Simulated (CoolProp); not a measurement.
Vapour-liquid equilibrium of carbon dioxide (1) + propane (2) at 0.9 MPa; x and y are mole fractions of (1).

Values from CoolProp's multi-fluid Helmholtz-energy mixture model, Span 1996 and Lemmon 2009; pair parameters Kunz 2012.

Problem. Give the bubble temperature and the first vapour's composition at x = 0.25, 0.85, 0.95. Is there an azeotrope?

Solution. x = 0.25: 249.3 K, y = 0.786; x = 0.85: 232.1 K, y = 0.943; x = 0.95: 230.8 K, y = 0.974. No azeotrope shows between x = 0.05 and 0.95.

Pair parameters are fitted to limited data, so mixtures are less certain than the pure fluids. With so large a gap from Raoult's law the liquid may split in two, which this calculation doesn't test in full.
